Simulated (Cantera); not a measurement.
Dilute partial oxidation

An isothermal, constant-pressure homogeneous reactor starts with CH₂O : O₂ : N₂ = 0.0062 : 0.01 : 1 (molar parts), at 1125 K and 3750 Torr.

Computed with Cantera and GRI-Mech 3.0 (53 species, 325 reactions).

| t (s) | x CH₂O | x O₂ | x NO | x H₂O | x CH₄ |
|---|---|---|---|---|---|
| 3.00e-6 | 0.00610 | 0.00984 | <1e-12 | 2.76e-10 | <1e-12 |
| 8.77e-6 | 0.00610 | 0.00984 | <1e-12 | 1.25e-9 | <1e-12 |
| 2.56e-5 | 0.00610 | 0.00984 | <1e-12 | 7.51e-9 | <1e-12 |
| 7.50e-5 | 0.00610 | 0.00984 | <1e-12 | 1.01e-7 | <1e-12 |
| 0.000219 | 0.00609 | 0.00983 | <1e-12 | 2.35e-6 | <1e-12 |
| 0.000641 | 0.00568 | 0.00963 | <1e-12 | 0.000146 | 1.03e-10 |
| 0.00187 | 0.000123 | 0.00763 | 2.80e-11 | 0.00397 | 2.47e-9 |
| 0.00548 | 1.05e-10 | 0.00656 | 1.31e-9 | 0.00543 | 6.57e-10 |
| 0.0160 | 2.92e-11 | 0.00594 | 1.77e-9 | 0.00589 | 1.08e-10 |
| 0.0468 | 7.97e-12 | 0.00535 | 2.53e-9 | 0.00604 | 5.43e-12 |
| 0.137 | 2.28e-12 | 0.00463 | 4.63e-9 | 0.00608 | <1e-12 |
| 0.400 | <1e-12 | 0.00399 | 6.85e-9 | 0.00609 | <1e-12 |
| 1.17 | <1e-12 | 0.00377 | 5.78e-9 | 0.00610 | <1e-12 |
| 3.42 | <1e-12 | 0.00374 | 1.10e-8 | 0.00610 | <1e-12 |
| 10.0 | <1e-12 | 0.00374 | 1.79e-8 | 0.00610 | <1e-12 |
x: mole fraction; the columns are a selection and need not sum to one.

Equilibrium at this temperature and pressure: CH₂O <1e-12, O₂ 0.00373, NO 1.59e-5, H₂O 0.00610, CH₄ <1e-12 (gas phase only).
